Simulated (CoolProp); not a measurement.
Computed with CoolProp (reference Helmholtz-energy equation of state, Platzer 1990). This equation is an older, rougher fit; its heat capacities, sound speeds and derivatives of the liquid may be far off and weren't checked against measurements.

**Question.** Give the vapour pressure (bar), enthalpy of vaporisation (kJ/kg), liquid viscosity (µPa s), vapour viscosity (µPa s) of saturated CF4 (R14) at -121.15, -81.85 °C.

**Answer.** 
```
T (°C)   p (bar)  enthalpy of vaporisation (kJ/kg)  liquid viscosity (µPa s)  vapour viscosity (µPa s)
-------  -------  --------------------------------  ------------------------  ------------------------
-121.15     1.61                               131                       207                      9.22
-81.85      11.2                               100                       112                      12.7
```

Viscosity comes from a separate model (Huber 2003), an estimate that may be off by 10 % or more.
